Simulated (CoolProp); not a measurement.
A single-stage vapour-compression cycle with R142b: evaporating at 317.15 K (dew point), condensing at 374.15 K (bubble point), superheat 0 K, subcooling 8 K, compressor efficiency 0.9, no pressure losses. Each further row changes one setting.

Computed with CoolProp (reference Helmholtz-energy equation of state, Lemmon 2006). It is a short technical equation, of lower accuracy than the large ones.

```json
[
 {"case": "as stated", "cooling COP": "3.66", "pressure ratio": "3.63", "discharge temperature (K)": "377.0", "refrigerating effect (kJ/kg)": "116", "volumetric capacity (kJ/m³)": "2990"},
 {"case": "evaporating temperature 322.15 K", "cooling COP": "4.20", "pressure ratio": "3.18", "discharge temperature (K)": "376.8", "refrigerating effect (kJ/kg)": "[?]", "volumetric capacity (kJ/m³)": "[?]"},
 {"case": "condensing temperature 369.15 K", "cooling COP": "4.21", "pressure ratio": "3.29", "discharge temperature (K)": "371.6", "refrigerating effect (kJ/kg)": "124", "volumetric capacity (kJ/m³)": "3190"},
 {"case": "subcooling 13 K", "cooling COP": "3.92", "pressure ratio": "3.63", "discharge temperature (K)": "377.0", "refrigerating effect (kJ/kg)": "124", "volumetric capacity (kJ/m³)": "3190"},
 {"case": "superheat 10 K", "cooling COP": "3.75", "pressure ratio": "3.63", "discharge temperature (K)": "[?]", "refrigerating effect (kJ/kg)": "[?]", "volumetric capacity (kJ/m³)": "[?]"},
 {"case": "compressor efficiency 0.8", "cooling COP": "3.26", "pressure ratio": "3.63", "discharge temperature (K)": "379.8", "refrigerating effect (kJ/kg)": "116", "volumetric capacity (kJ/m³)": "2990"}
]
```

Problem. Some entries are withheld; supply them.

Solution. 
- evaporating temperature 322.15 K, refrigerating effect (kJ/kg): 119
- evaporating temperature 322.15 K, volumetric capacity (kJ/m³): 3490
- superheat 10 K, discharge temperature (K): 385.7
- superheat 10 K, refrigerating effect (kJ/kg): 126
- superheat 10 K, volumetric capacity (kJ/m³): 3090
